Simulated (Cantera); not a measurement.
Input (Python, Cantera):

```python
import numpy as np
import cantera as ct

gas = ct.Solution("gri30.yaml", transport_model="mixture-averaged")
show = ['C2H2', 'OH', 'H2O']

rows = []
print(f"{'T/K':>7s}{'rho':>11s}{'cp':>10s}{'mu':>11s}{'lambda':>11s}{'Pr':>7s}" + "".join(f"{'D_' + s:>11s}" for s in show))
for T in [400, 600, 800, 1000, 1200, 1400, 1600, 1800]:
    gas.TPX = T, 66000, {'H2O': 0.86, 'H2': 0.78}
    Pr = gas.cp_mass * gas.viscosity / gas.thermal_conductivity
    D = [gas.mix_diff_coeffs_mole[gas.species_index(s)] for s in show]
    rows.append([gas.density, gas.cp_mass, gas.viscosity, gas.thermal_conductivity, Pr, *D])
    print(f"{T:7g}{gas.density:11.4e}{gas.cp_mass:10.1f}{gas.viscosity:11.4e}"
          f"{gas.thermal_conductivity:11.4e}{Pr:7.3f}" + "".join(f"{d:11.4e}" for d in D))
print("SI units: kg/m3, J/kg/K, Pa s, W/m/K, m2/s")
```

It prints:

```
    T/K        rho        cp         mu     lambda     Pr     D_C2H2       D_OH      D_H2O
    400 2.0650e-01    3065.1 1.4159e-05 9.4947e-02  0.457 6.9750e-05 1.4033e-04 2.2313e-04
    600 1.3767e-01    3167.5 2.1062e-05 1.3544e-01  0.493 1.4896e-04 2.8882e-04 4.5845e-04
    800 1.0325e-01    3305.6 2.7743e-05 1.7765e-01  0.516 2.5050e-04 4.7550e-04 7.5368e-04
   1000 8.2600e-02    3459.7 3.4132e-05 2.2172e-01  0.533 3.7146e-04 6.9604e-04 1.1021e-03
   1200 6.8834e-02    3628.1 4.0223e-05 2.6687e-01  0.547 5.0995e-04 9.4755e-04 1.4991e-03
   1400 5.9000e-02    3785.0 4.6027e-05 3.1241e-01  0.558 6.6462e-04 1.2279e-03 1.9416e-03
   1600 5.1625e-02    3928.8 5.1563e-05 3.5782e-01  0.566 8.3448e-04 1.5356e-03 2.4272e-03
   1800 4.5889e-02    4058.5 5.6850e-05 4.0273e-01  0.573 1.0188e-03 1.8694e-03 2.9537e-03
SI units: kg/m3, J/kg/K, Pa s, W/m/K, m2/s
```

Model: GRI-Mech 3.0 (53 species, 325 reactions), integrated in Cantera. Polar gases are described roughly by these parameters.
